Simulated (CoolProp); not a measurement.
Vapour-liquid equilibrium of R22 (1) + R152A (2) at 304.9 K; x and y are mole fractions of (1).

Model: multi-fluid Helmholtz-energy mixture model, Kamei 1995 and Outcalt 1996; pair parameters Bell 2016, in CoolProp.

| x | bubble pressure (bar) | y at the bubble point | dew pressure at overall composition x (bar) | liquid density (mol/L) |
|---|---|---|---|---|
| 0.05 | 7.439 | 0.070 | 7.384 | 13.37 |
| 0.125 | 7.731 | 0.170 | 7.596 | 13.39 |
| 0.2 | 8.036 | 0.266 | 7.823 | 13.40 |
| 0.275 | 8.357 | 0.357 | [?] | 13.42 |
| 0.35 | 8.694 | 0.444 | [?] | 13.44 |
| 0.425 | 9.050 | 0.526 | 8.619 | [?] |
| 0.5 | [?] | 0.603 | 8.934 | 13.47 |
| 0.575 | 9.825 | 0.677 | 9.284 | 13.48 |
| 0.65 | 10.24 | 0.745 | 9.675 | 13.48 |
| 0.725 | 10.69 | 0.809 | 10.12 | 13.49 |
| 0.8 | 11.15 | 0.867 | 10.62 | 13.49 |
| 0.875 | 11.63 | 0.921 | 11.21 | 13.48 |
| 0.95 | 12.13 | 0.970 | 11.92 | 13.47 |

**Question.** Some entries are withheld; supply them.

**Answer.** 
- 0.275, dew pressure at overall composition x (bar): 8.067
- 0.35, dew pressure at overall composition x (bar): 8.331
- 0.425, liquid density (mol/L): 13.45
- 0.5, bubble pressure (bar): 9.427

No azeotrope shows between x = 0.05 and 0.95.

The pair parameters rest on a limited set of measurements; away from them the model extrapolates.
